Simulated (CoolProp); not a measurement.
A single-stage vapour-compression cycle with ethylene: evaporating at 212.15 K (dew point), condensing at 257.15 K (bubble point), superheat 2 K, subcooling 2 K, compressor efficiency 0.9, no pressure losses. Each further row changes one setting.

Model: reference Helmholtz-energy equation of state, Smukala 2000, in CoolProp.

```csv
case,cooling COP,pressure ratio,discharge temperature (K),refrigerating effect (kJ/kg),volumetric capacity (kJ/m³)
as stated,3.02,3.85,299.7,286,3750
evaporating temperature 217.15 K,3.56,3.22,…,288,4500
condensing temperature 252.15 K,3.57,3.39,…,302,3970
subcooling 7 K,3.20,3.85,299.7,303,…
superheat 12 K,2.98,3.85,311.2,302,…
compressor efficiency 0.8,2.68,3.85,…,286,3750
```

Question: Complete the blanks.

Answer: 
- evaporating temperature 217.15 K, discharge temperature (K): 294.1
- condensing temperature 252.15 K, discharge temperature (K): 290.9
- subcooling 7 K, volumetric capacity (kJ/m³): 3980
- superheat 12 K, volumetric capacity (kJ/m³): 3700
- compressor efficiency 0.8, discharge temperature (K): 305.8
